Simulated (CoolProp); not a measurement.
A Linde-Hampson liquefier for nitrogen: isothermal reversible compression at 290 K from 1 atm to 40 MPa, throttling to 1 atm, return gas leaving the recuperator 0 K below the feed. Each further row changes one setting.

Model: reference Helmholtz-energy equation of state, Span 2000, in CoolProp.

```csv
case,liquid yield per pass,compression work (kJ/kg of gas)
as stated,0.102,522
high pressure 80 MPa,0.063,610
warm-end temperature 320 K,0.074,580
warm-end gap 5 K,0.091,522
```
